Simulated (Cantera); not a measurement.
An isothermal, constant-pressure homogeneous reactor starts with NH₃ : N₂ = 1 : 0.59 (molar parts), at 1700 K and 0.520 bar. Integrator tolerance rtol = 1e-08.

Model: the gas-phase N/H chemistry of the illustrative SiF4/NH3 mechanism in the Surface Chemkin manual (1991), integrated in Cantera. Walls and surfaces, which speed up NH3 decomposition in real reactors, are not modelled.

Task: What does this change do: temperature 1700 to 1223 K?

Result: 
| quantity | before | after |
|---|---|---|
| x(NH₃) at 20.0 s | 0.0209 (gas-phase equilibrium 5.35e-6) | 0.628 (gas-phase equilibrium 2.51e-5) |
| x(N₂H₂) at 20.0 s | 4.56e-9 (gas-phase equilibrium <1e-12) | 3.33e-8 (gas-phase equilibrium <1e-12) |
| x(H₂) at 20.0 s | 0.560 (gas-phase equilibrium 0.579) | 0.000964 (gas-phase equilibrium 0.579) |
| x(H) at 20.0 s | 0.000132 (gas-phase equilibrium 0.000157) | 2.21e-9 (gas-phase equilibrium 3.19e-7) |
| x(N₂H₄) at 20.0 s | 6.79e-10 (gas-phase equilibrium <1e-12) | 4.80e-8 (gas-phase equilibrium <1e-12) |
| x(NH₂) at 20.0 s | 1.25e-5 (gas-phase equilibrium 3.67e-9) | 2.31e-6 (gas-phase equilibrium 2.27e-11) |
